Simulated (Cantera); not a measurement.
Input: 1 mol CO, 0.062 mol H2O, equilibrated at 1925 K and 1.40 bar.

Method: chemical equilibrium by Gibbs-energy minimisation in Cantera with the NASA 1993 tables (ideal gas, pure condensed phases). Candidate condensed phases: C, C6H6, C7H8, C8H18, H2O; 110 gas species. Kinetics and transport are ignored.

Base state: CO 0.894, CO2 0.0475, H2 0.0474, H2O 0.0109, H 0.000176 (mole fractions); condensed: gas only.

Question: What changes in the equilibrium state with this change: CO replaced by C2H5OH?

Answer: 
```csv
species,before,after
H2,0.0474,0.741
CO,0.894,0.257
H,0.000176,0.000696
CO2,0.0475,3.45e-6
H2O,0.0109,4.27e-5
C2H2 (acetylene),<1e-9,0.000339
CH4,1.44e-9,0.000402
"C(graphite), mol",0,0.934
```
